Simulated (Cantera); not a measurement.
# Thermodynamics of thermal oxidation and active oxidation of silicon, feed Si + CO₂ + N₂ + O₂

Charge: 1 mol Si, 2.9 mol CO₂, 4.1 mol N₂, 0.0045 mol O₂, equilibrated at 1.00 bar.

Method: chemical equilibrium by Gibbs-energy minimisation in Cantera with the NASA 1993 tables (ideal gas, pure condensed phases). Candidate condensed phases: C, Si, SiC, SiO₂, Si₂N₂O, Si₃N₄; 34 gas species. The tables hold silica as quartz up to 1696 K and as liquid above; real silica turns to tridymite and cristobalite and melts near 1996 K. The numbers say what is thermodynamically allowed, not how fast it happens.

| T (K) | x N₂ | x CO | x CO₂ | x SiO | x NO | x O₂ | x O | x SiO₂ | n C(graphite) | n SiO₂(β-quartz) | n SiO₂(condensed) | n SiO₂(l) |
|---|---|---|---|---|---|---|---|---|---|---|---|---|
| 923 | 0.604 | 0.229 | 0.166 | <1e-12 | <1e-12 | <1e-12 | <1e-12 | <1e-12 | 0.217 | 1.00 | 0 | 0 |
| 1023 | 0.586 | 0.284 | 0.130 | <1e-12 | <1e-12 | <1e-12 | <1e-12 | <1e-12 | 0 | 1.00 | 0 | 0 |
| 1123 | 0.586 | 0.284 | 0.130 | <1e-12 | <1e-12 | <1e-12 | <1e-12 | <1e-12 | 0 | 1.00 | 0 | 0 |
| 1223 | 0.586 | 0.284 | 0.130 | <1e-12 | 5.92e-12 | <1e-12 | <1e-12 | <1e-12 | 0 | 1.00 | 0 | 0 |
| 1323 | 0.586 | 0.284 | 0.130 | 5.97e-12 | 9.47e-11 | <1e-12 | <1e-12 | <1e-12 | 0 | 1.00 | 0 | 0 |
| 1423 | 0.586 | 0.284 | 0.130 | 1.58e-10 | 1.02e-9 | <1e-12 | <1e-12 | <1e-12 | 0 | 1.00 | 0 | 0 |
| 1523 | 0.586 | 0.284 | 0.130 | 2.69e-9 | 8.07e-9 | 9.85e-12 | 1.73e-11 | 4.37e-12 | 0 | 1.00 | 0 | 0 |
| 1623 | 0.586 | 0.284 | 0.130 | 3.22e-8 | 4.92e-8 | 1.50e-10 | 2.33e-10 | 7.73e-11 | 0 | 1.00 | 0 | 0 |
| 1723 | 0.586 | 0.284 | 0.130 | 2.84e-7 | 2.43e-7 | 1.67e-9 | 2.32e-9 | 9.65e-10 | 0 | 0 | 1.000 | 0 |
| 1823 | 0.586 | 0.284 | 0.130 | 1.91e-6 | 1.00e-6 | 1.41e-8 | 1.79e-8 | 8.86e-9 | 0 | 0 | 1.000 | 0 |
| 1923 | 0.586 | 0.284 | 0.130 | 1.05e-5 | 3.57e-6 | 9.55e-8 | 1.12e-7 | 6.41e-8 | 0 | 0 | 1.000 | 0 |
| 2023 | 0.586 | 0.284 | 0.130 | 4.82e-5 | 1.12e-5 | 5.33e-7 | 5.82e-7 | 3.78e-7 | 0 | 0 | 0 | 1.000 |
| 2123 | 0.586 | 0.284 | 0.130 | 0.000190 | 3.15e-5 | 2.53e-6 | 2.59e-6 | 1.87e-6 | 0 | 0 | 0 | 0.999 |
| 2223 | 0.585 | 0.284 | 0.130 | 0.000658 | 8.09e-5 | 1.05e-5 | 1.01e-5 | 7.99e-6 | 0 | 0 | 0 | 0.995 |
x: gas mole fraction; n: condensed amount in mol.

At 923 K the condensed part is C(graphite) + SiO₂(β-quartz). From 1023 K to 1623 K the condensed part is SiO₂(β-quartz). From 1723 K to 1923 K the condensed part is SiO₂(condensed). From 2023 K to 2223 K the condensed part is SiO₂(l).
